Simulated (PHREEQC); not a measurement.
Synthetic water in mg/kgw, 51 °C, pH 7.05:

```json
[
 {"constituent": "Na", "mg/kgw": "1590"},
 {"constituent": "K", "mg/kgw": "11.2"},
 {"constituent": "Ca", "mg/kgw": "94.3"},
 {"constituent": "Mg", "mg/kgw": "93.2"},
 {"constituent": "Cl", "mg/kgw": "1470"},
 {"constituent": "S(6) as SO4", "mg/kgw": "2020"},
 {"constituent": "Alkalinity as HCO3", "mg/kgw": "41.7"},
 {"constituent": "Li", "mg/kgw": "0.0943"}
]
```

Cl is adjusted to close the charge balance.
Valence states are taken as typed.

Model: Pitzer model, pitzer.dat, run in PHREEQC.

This is a speciation only: nothing precipitates in the calculation.

Question: Order these C species by the share of C that they hold, largest first: CO3-2, HCO3-, CO2.

Answer: HCO3- (88 %), CO2 (12 %), CO3-2 (0.17 %)

The pH is 7.05 and the ionic strength 0.109 mol/kgw. Complexes and solids missing from the database can't appear. At this temperature some constants are extrapolated from 25 °C, and those without enthalpy data are left unchanged.
